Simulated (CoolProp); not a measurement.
Vapour-liquid equilibrium of R1234yf (1) + isobutane (2) at -54.85 °C; x and y are mole fractions of (1).

The numbers come from the multi-fluid Helmholtz-energy mixture model, Lemmon 2022 and Bücker 2006; pair parameters Bell 2016 in CoolProp.

Task: Give the bubble pressure and the first vapour's composition at x = 0.15, 0.55, 0.95. Is there an azeotrope?

Result: x = 0.15: 0.02363 MPa, y = 0.522; x = 0.55: 0.02946 MPa, y = 0.690; x = 0.95: 0.02926 MPa, y = 0.927. y crosses x between x = 0.75 and 0.85: the model has an azeotrope there.

Pair parameters are fitted to limited data, so mixtures are less certain than the pure fluids. With so large a gap from Raoult's law the liquid may split in two, which this calculation doesn't test in full.
